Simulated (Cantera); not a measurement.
Input: 1 mol B, 0.12 mol O2, 32 mol H2.

Method: chemical equilibrium by Gibbs-energy minimisation in Cantera with the NASA 1993 tables (ideal gas, pure condensed phases). Candidate condensed phases: B, B2O3, B3O3H3, H2O; 23 gas species. Mutual solubility and eutectic melting of coexisting phases are not modelled. Kinetics and transport are ignored.

Stable condensed phases, one row left out:

```
T in K \ P in Pa
             10     25     63    160    400   1000   2500   6300  16000  40000 100000
   2150       A      A      A      A      A      A      A      A      A      A      A
   2050       A      A      A      A      A      A      A      A      A      A      A
   1950       A      A      A      A      A      A      A      A      A      A      A
   1850       A      A      A      A      A      A      A      A      A      A      A
   1750       A      A      A      A      A      A      A      A      A      A      A
   1650       A      A      A      A      A      A      A      A      A      A      A
   1550       A      A      A      A      A      A      A      A      A      A      A
   1450       A      A      A      A      A      A      A      A      A      A      A
   1350       A      A      A      A      A      A      A      A      A      A      A
   1150       B      B      B      B      B      B      B      B      A      A      A
   1050       B      B      B      B      B      B      B      B      A      A      A
    950       B      B      B      B      B      B      B      B      B      A      A
```

A: B; B: B + B2O3.

Q: Give the row for 1250 K.

A: 10: B; 25: B; 63: B + B2O3; 160: B + B2O3; 400: B + B2O3; 1000: B + B2O3; 2500: B + B2O3; 6300: B + B2O3; 16000: B; 40000: B; 100000: B.
